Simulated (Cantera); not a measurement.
Diamond growth

A diamond (100) surface in a fixed gas of H2 with x(CH4) = 0.0068, x(CH3) = 4.8e-05, at 1023 K, 0.0138 atm; coverages are run to steady state.

Detailed kinetics in Cantera: the Harris–Goodwin 1993 mechanism for the reconstructed diamond (100) surface.

```json
[
 {"x(H)": "0.0001", "growth (µm/h)": "0.0263", "θ c6HH": "0.609", "θ c6H*": "0.0181", "θ c6*H": "0.348", "θ c6**": "0.00496", "θ c6HM": "0.0136"},
 {"x(H)": "0.0002", "growth (µm/h)": "0.0520", "θ c6HH": "0.588", "θ c6H*": "0.0190", "θ c6*H": "0.365", "θ c6**": "0.00702", "θ c6HM": "0.0142"},
 {"x(H)": "0.00038", "growth (µm/h)": "0.0905", "θ c6HH": "0.578", "θ c6H*": "0.0195", "θ c6*H": "0.374", "θ c6**": "0.00861", "θ c6HM": "0.0135"},
 {"x(H)": "0.00075", "growth (µm/h)": "0.148", "θ c6HH": "0.573", "θ c6H*": "0.0198", "θ c6*H": "0.381", "θ c6**": "0.00982", "θ c6HM": "0.0115"},
 {"x(H)": "0.0015", "growth (µm/h)": "0.216", "θ c6HH": "0.572", "θ c6H*": "0.0200", "θ c6*H": "0.385", "θ c6**": "0.0106", "θ c6HM": "0.00856"},
 {"x(H)": "0.0029", "growth (µm/h)": "0.278", "θ c6HH": "0.573", "θ c6H*": "0.0202", "θ c6*H": "0.388", "θ c6**": "0.0110", "θ c6HM": "0.00573"},
 {"x(H)": "0.0056", "growth (µm/h)": "0.325", "θ c6HH": "0.574", "θ c6H*": "0.0203", "θ c6*H": "0.390", "θ c6**": "0.0113", "θ c6HM": "0.00349"},
 {"x(H)": "0.011", "growth (µm/h)": "0.357", "θ c6HH": "0.575", "θ c6H*": "0.0204", "θ c6*H": "0.391", "θ c6**": "0.0114", "θ c6HM": "0.00195"},
 {"x(H)": "0.022", "growth (µm/h)": "0.376", "θ c6HH": "0.575", "θ c6H*": "0.0204", "θ c6*H": "0.391", "θ c6**": "0.0115", "θ c6HM": "0.00103"}
]
```
θ: site fractions in the mechanism's names (c6HH fully hydrogenated, c6H* and c6*H radical sites, c6** diradical, c6HM methylated).
